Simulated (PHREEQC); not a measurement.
# Spent oxide etchant: speciation

Make-up at 50 °C: 0.0056 mol HF and 0.0055 mol H2SiF6 per kg of water. Closed to the air; pH follows from the charge balance.

Computed with PHREEQC (ion-association model, phreeqc.dat).

No solid was allowed to form.

Predict the pH.

pH 2.04.

In which forms is F present?

SiF6-2 76 %, HF 23 %, F- 1.2 % of the F.

Saturation is exceeded, for instance for Quartz (slow to form), Chalcedony (slow to form); the values hold only as long as no solid forms. Constants without temperature data keep their 25 °C values here. SiF6-2 is the database's only silicon fluoride.
